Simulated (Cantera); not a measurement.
A Cantera script and what it prints.

```python
import numpy as np
import cantera as ct

gas_names = """
    C CO CO2 C2 C2O C3 C3O2 C4 C5 Fe FeC5O5 FeO O O2 O3
""".split()
cond_names = """
    C(gr) Fe(a) Fe(c) Fe(d) Fe(L) FeC5O5(L) FeO(s) FeO(L) Fe2O3(s) Fe3O4(s)
""".split()


# ... load() reads the species with a 1 bar reference pressure and builds the phases ...
atoms = {
    'Fe': {'Fe': 1},
    'CO2': {'C': 1, 'O': 2},
    'CO': {'C': 1, 'O': 1},
}
top_T = {'C(gr)': 4500, 'Fe2O3(s)': 1830, 'Fe3O4(s)': 1870}  # K; cautious upper limits of use, not melting points


# ... equilibrate(T, P, feed) seeds the gas with the atoms and calls Mixture.equilibrate('TP', solver="vcs", rtol=1e-11, max_steps=5000) ...
results = []
T = 1898  # K
P = 38  # Pa
for m in [9.2, 13, 18, 25, 35, 49, 68, 95]:
    feed = {'Fe': 1, 'CO2': 0.13, 'CO': m}  # mol
    mix = equilibrate(T, P, feed)
    results.append((T, P, feed, dict(zip(mix.species_names, mix.species_moles))))

top = {s: max(r[3][s] / sum(r[3][g] for g in gas_names) for r in results) for s in gas_names}
cols = sorted((s for s in top if top[s] > 1e-06), key=lambda s: -top[s])[:8]
seen = [c for c in cond_names if any(r[3].get(c, 0) > 1e-12 for r in results)]
print("log10 of partial pressures in bar; condensed amounts in mol")
print(f"{'n(CO)':>10s}" + "".join(f"{s[:9]:>10s}" for s in cols + seen))
for T, P, feed, n in results:
    ng = sum(n[g] for g in gas_names)
    print(f"{feed['CO']:10.4g}" + "".join(f"{np.log10(max(n[s] / ng * P / 1e5, 1e-99)):10.3f}" for s in cols)
          + "".join(f"{n.get(c, 0):10.4g}" for c in seen))
```

Output:

```
log10 of partial pressures in bar; condensed amounts in mol
     n(CO)        CO        Fe       CO2       FeO         O
       9.2    -3.470    -4.435    -5.324    -7.477    -8.655
        13    -3.456    -4.571    -5.459    -7.762    -8.804
        18    -3.447    -4.702    -5.590    -8.034    -8.945
        25    -3.439    -4.838    -5.725    -8.312    -9.087
        35    -3.434    -4.978    -5.865    -8.598    -9.233
        49    -3.430    -5.120    -6.007    -8.886    -9.379
        68    -3.427    -5.260    -6.147    -9.168    -9.521
        95    -3.425    -5.403    -6.290    -9.456    -9.666
```

These are equilibrium values from Cantera (NASA tables, ideal gas, pure condensed phases), not measurements of a reactor.
